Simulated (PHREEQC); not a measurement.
A solution holds 0.0058 mol Na2B4O7 and 0.00067 mol SrCl2 per kg of water, at 25 °C. Closed to the air; pH follows from the charge balance.

Computed with PHREEQC (ion-association model, phreeqc.dat).

| Item | Value |
|---|---|
| pH | 9.19 |
| ionic strength | 0.0136 mol/kgw |
| total alkalinity | 11.6 meq/kg |

| species | molality | activity | log γ |
|---|---|---|---|
| H3BO3 | 0.0116 | 0.0117 | 0.001 |
| Na+ | 0.0116 | 0.0103 | -0.050 |
| H2BO3- | 0.0116 | 0.0103 | -0.051 |
| Cl- | 0.00134 | 0.00119 | -0.052 |
| Sr+2 | 0.000670 | 0.000426 | -0.196 |
| OH- | 1.75e-5 | 1.55e-5 | -0.052 |
| SrOH+ | 3.76e-8 | 3.35e-8 | -0.050 |

No solid was allowed to form.
